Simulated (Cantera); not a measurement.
Input: 1 mol MgSO4, 4.3 mol O2, equilibrated at 1500 K and 0.000180 bar.

Equilibrium computed with Cantera from the NASA thermochemical tables; the gas is ideal and each condensed phase is pure. Candidate condensed phases: Mg, MgO, MgS, MgSO4, S; 14 gas species. The numbers say what is thermodynamically allowed, not how fast it happens.

Base state: O2 0.827, SO2 0.172, O 0.000275, SO3 7.86e-5 (mole fractions); condensed: MgO(s).

What changes in the equilibrium state with this change: temperature from 1500 K to 2223 K?


```csv
species,before,after
O2,0.827,0.575
O,0.000275,0.177
Mg,<1e-9,0.121
SO,4.96e-6,0.0102
SO2,0.172,0.114
MgO,<1e-9,0.00374
S,<1e-9,0.000267
SO3,7.86e-5,3.71e-6
"MgO(s), mol",1.00,0
```

What changes in the equilibrium state with this change: MgSO4 replaced by MgCO3?


```csv
species,before,after
O2,0.827,0.811
CO2,0,0.189
O,0.000275,0.000272
SO2,0.172,0
SO3,7.86e-5,0
CO,0,7.64e-5
"MgO(s), mol",1.00,1.00
```
Further candidate phases: C, MgCO3.

What changes in the equilibrium state with this change: temperature from 1500 K to 2198.15 K?


```
species        before     after
-----------  --------  --------
O2              0.827     0.596
O            0.000275     0.154
Mg              <1e-9     0.120
SO2             0.172     0.118
MgO             <1e-9   0.00395
S               <1e-9  0.000187
SO            4.96e-6   0.00866
SO3           7.86e-5   4.14e-6
MgO(s), mol      1.00    0.0219
```
